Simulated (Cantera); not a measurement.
A closed system holds: 1 mol SiH4, 1.9 mol NH3, equilibrated at 1575 °C and 0.133 bar.

These are equilibrium values from Cantera (NASA tables, ideal gas, pure condensed phases), not measurements of a reactor. Candidate condensed phases: Si, Si3N4; 18 gas species. Mutual solubility and eutectic melting of coexisting phases are not modelled. Gases not in the tables: Si2H6 and higher silanes. Equilibrium is a limit: real reactors are often held back by kinetics, nucleation or transport.

Base state: H2 0.857, N2 0.142, H 0.00134, Si 4.71e-5, SiH2 3.57e-5, SiH 1.59e-5 (mole fractions); condensed: Si(l) + Si3N4(s).

**Question.** What changes in the equilibrium state with this change: SiH4 replaced by SiCl4?

**Answer.** 
```json
[
 {"species": "H2", "before": "0.857", "after": "0.330"},
 {"species": "HCl", "before": "0", "after": "0.330"},
 {"species": "N2", "before": "0.142", "after": "0.165"},
 {"species": "SiCl2", "before": "0", "after": "0.158"},
 {"species": "SiCl3", "before": "0", "after": "0.0136"},
 {"species": "SiCl4", "before": "0", "after": "0.00173"},
 {"species": "Cl", "before": "0", "after": "0.000633"},
 {"species": "SiHCl3", "before": "0", "after": "0.000487"},
 {"species": "SiCl", "before": "0", "after": "0.000107"},
 {"species": "SiH2Cl2", "before": "0", "after": "2.53e-5"},
 {"species": "Si(l), mol", "before": "0.775", "after": "0"},
 {"species": "Si3N4(s), mol", "before": "0.0748", "after": "0"}
]
```
The tables' values for SiCl3, SiCl are old estimates; treat these amounts as uncertain. Further candidate phases: NH4Cl.
